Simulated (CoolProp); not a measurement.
Toluene along the isobar 49.2 bar: Z from the reference equation and from simpler models built on Tc = 318.6 °C, pc = 41.26 bar, ω = 0.266; each cubic takes its own stable root.

Values from CoolProp's reference Helmholtz-energy equation of state, Lemmon 2006. It is a short technical equation, of lower accuracy than the large ones.

```csv
T (°C),phase,reference,Redlich-Kwong,Peng-Robinson
122.35,liquid,0.1781,0.2046,0.1754
126.85,liquid,0.1771,0.2036,0.1744
131.45,liquid,0.1762,0.2027,0.1735
135.95,liquid,0.1753,0.2018,0.1726
140.55,liquid,0.1744,0.2010,0.1718
145.05,liquid,0.1736,0.2002,0.1710
149.65,liquid,0.1729,0.1995,…
154.15,liquid,0.1721,0.1989,0.1697
158.75,liquid,0.1714,0.1983,0.1691
163.25,liquid,0.1708,0.1978,0.1686
167.85,liquid,0.1702,0.1973,…
172.35,liquid,…,0.1969,0.1676
176.95,liquid,0.1691,0.1966,0.1673
181.55,liquid,0.1687,0.1963,0.1670
186.05,liquid,0.1682,0.1961,0.1667
```

Task: Some entries are withheld; supply them.

Result: 
- 149.65, Peng-Robinson: 0.1703
- 167.85, Peng-Robinson: 0.1681
- 172.35, reference: 0.1696
